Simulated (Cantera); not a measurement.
An adiabatic, constant-volume homogeneous reactor starts with C3H8 : O2 : N2 : H2O = 1 : 2.78 : 10.4 : 0.35 (molar parts), equivalence ratio 1.8, at 1550 K and 17.0 bar. Integrator tolerance rtol = 1e-08.

Model: GRI-Mech 3.0 (53 species, 325 reactions), integrated in Cantera. GRI-Mech 3.0 was tuned for natural gas; its chemistry of propane as a main component is partial and can be far from experiment. The pressure lies above the range GRI-Mech 3.0 was tuned for (to about 10 atm). Above 3000 K some thermodynamic fits are extrapolated.

What does this change do: initial temperature 1550 to 1248 K?


| quantity | before | after |
|---|---|---|
| time of steepest temperature rise | 8.50 µs | 0.500 ms |
| temperature at 0.300 s | 3081 K | 2861 K |
| equilibrium temperature | 3081 K | 2861 K |
| x(C3H8) at 0.300 s | <1e-12 (gas-phase equilibrium <1e-12) | <1e-12 (gas-phase equilibrium <1e-12) |
| x(O2) at 0.300 s | 0.000135 (gas-phase equilibrium 0.000135) | 2.63e-5 (gas-phase equilibrium 2.63e-5) |
| x(H2O) at 0.300 s | 0.132 (gas-phase equilibrium 0.132) | 0.135 (gas-phase equilibrium 0.135) |
| x(C2H4) at 0.300 s | <1e-12 (gas-phase equilibrium <1e-12) | <1e-12 (gas-phase equilibrium <1e-12) |
| x(CO) at 0.300 s | 0.143 (gas-phase equilibrium 0.143) | 0.143 (gas-phase equilibrium 0.143) |
| x(CO2) at 0.300 s | 0.0242 (gas-phase equilibrium 0.0242) | 0.0258 (gas-phase equilibrium 0.0258) |

What does this change do: constant pressure in place of constant volume?


| quantity | before | after |
|---|---|---|
| time of steepest temperature rise | 8.50 µs | 9.84 µs |
| temperature at 0.300 s | 3081 K | 2759 K |
| equilibrium temperature | 3081 K | 2759 K |
| x(C3H8) at 0.300 s | <1e-12 (gas-phase equilibrium <1e-12) | <1e-12 (gas-phase equilibrium <1e-12) |
| x(O2) at 0.300 s | 0.000135 (gas-phase equilibrium 0.000135) | 3.31e-5 (gas-phase equilibrium 3.31e-5) |
| x(H2O) at 0.300 s | 0.132 (gas-phase equilibrium 0.132) | 0.135 (gas-phase equilibrium 0.135) |
| x(C2H4) at 0.300 s | <1e-12 (gas-phase equilibrium <1e-12) | <1e-12 (gas-phase equilibrium <1e-12) |
| x(CO) at 0.300 s | 0.143 (gas-phase equilibrium 0.143) | 0.142 (gas-phase equilibrium 0.142) |
| x(CO2) at 0.300 s | 0.0242 (gas-phase equilibrium 0.0242) | 0.0263 (gas-phase equilibrium 0.0263) |

What does this change do: initial temperature 1550 to 1500 K?


```
quantity                                                              before                                      after
---------------------------------  -----------------------------------------  -----------------------------------------
time of steepest temperature rise                                    8.50 µs                                    14.2 µs
temperature at 0.300 s                                                3081 K                                     3047 K
equilibrium temperature                                               3081 K                                     3047 K
x(C3H8) at 0.300 s                     <1e-12 (gas-phase equilibrium <1e-12)      <1e-12 (gas-phase equilibrium <1e-12)
x(O2) at 0.300 s                   0.000135 (gas-phase equilibrium 0.000135)  0.000107 (gas-phase equilibrium 0.000107)
x(H2O) at 0.300 s                        0.132 (gas-phase equilibrium 0.132)        0.133 (gas-phase equilibrium 0.133)
x(C2H4) at 0.300 s                     <1e-12 (gas-phase equilibrium <1e-12)      <1e-12 (gas-phase equilibrium <1e-12)
x(CO) at 0.300 s                         0.143 (gas-phase equilibrium 0.143)        0.143 (gas-phase equilibrium 0.143)
x(CO2) at 0.300 s                      0.0242 (gas-phase equilibrium 0.0242)      0.0245 (gas-phase equilibrium 0.0245)
```
